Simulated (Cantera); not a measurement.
A closed system holds: 1 mol CH3F, 1.1 mol H2, at 1102 °C and 0.00133 bar.

Cantera equilibrium calculation (NASA polynomials, part measured and part estimated; ideal gas, pure solids and liquids). Candidate condensed phases: C, C6H6, C7H8, C8H18; 95 gas species. Equilibrium is a limit: real reactors are often held back by kinetics, nucleation or transport.

Base state: H2 0.677, HF 0.323, H 7.72e-5 (mole fractions); condensed: C(graphite).

Task: What changes in the equilibrium state with this change: CH3F replaced by c-C4F8?

Result: 
```
species            before    after
----------------  -------  -------
HF                  0.323    0.603
CF4                 <1e-9    0.397
CF2                 <1e-9  9.60e-5
H2                  0.677    <1e-9
H                 7.72e-5  2.44e-9
F                   <1e-9  2.23e-5
CF3                 <1e-9  1.57e-5
C(graphite), mol    1.000     2.55
```
The feed counts by its element totals alone. Gases not in the tables: C2F6 and larger saturated fluorocarbons.

Task: What changes in the equilibrium state with this change: CH3F replaced by CH3Cl?

Result: 
```csv
species,before,after
H2,0.677,0.677
HCl,0,0.323
H,7.72e-5,7.72e-5
HF,0.323,0
Cl,0,3.05e-5
"C(graphite), mol",1.000,1.000
```

Task: What changes in the equilibrium state with this change: temperature from 1102 °C to 1352 °C?

Result: 
```
species            before    after
----------------  -------  -------
H2                  0.677    0.676
HF                  0.323    0.322
H                 7.72e-5  0.00159
C2H2 (acetylene)  1.20e-6  2.40e-5
C(graphite), mol    1.000    1.000
```
